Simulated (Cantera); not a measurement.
Input: 1 mol B2O3, 1.7 mol NH3, 63 mol H2, at 1875 K and 10.0 mbar.

Cantera equilibrium calculation (NASA polynomials, part measured and part estimated; ideal gas, pure solids and liquids). Candidate condensed phases: B, BN, B2O3, B3O3H3, H2O; 39 gas species. Kinetics and transport are ignored.

Base state: H2 0.952, N2 0.0126, HBO 0.0121, HBO2 0.00933, H 0.00640, B2O3 0.00287, H2O 0.00257, BO 0.00134 (mole fractions); condensed: gas only.

Question: What changes in the equilibrium state with this change: NH3 from 1.7 to 0.24 mol?

Answer: 
```
species    before     after
-------  --------  --------
H2          0.952     0.962
HBO        0.0121    0.0125
HBO2      0.00933   0.00975
N2         0.0126   0.00185
B2O3      0.00287   0.00307
B2O2     0.000512  0.000543
BO        0.00134   0.00138
```
